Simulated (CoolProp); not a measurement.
Sulfur hexafluoride along the isotherm 355.6 K: Z from the reference equation and from simpler models built on Tc = 318.7 K, pc = 3.755 MPa, ω = 0.210; each cubic takes its own stable root.

Computed with CoolProp (reference Helmholtz-energy equation of state, Guder 2009).

```csv
p (MPa),phase,reference
0.0297,gas,0.9982
0.048,gas,0.9970
0.0775,gas,0.9952
0.125,gas,0.9923
0.202,gas,0.9875
0.327,gas,0.9796
0.528,gas,0.9668
0.853,gas,0.9458
1.38,gas,0.9105
2.23,gas,0.8502
3.6,gas,0.7420
5.81,supercritical,0.5378
9.39,supercritical,0.4544
```

How far does each simpler model (Redlich-Kwong, Peng-Robinson) lie from the reference over these 13 states: mean and median of the absolute difference, and the worst?


- Redlich-Kwong: mean 1.2 %, median 0.2 %, worst -5.2 % at 355.6 K and 5.81 MPa
- Peng-Robinson: mean 1.0 %, median 0.5 %, worst -3.3 % at 355.6 K and 3.6 MPa
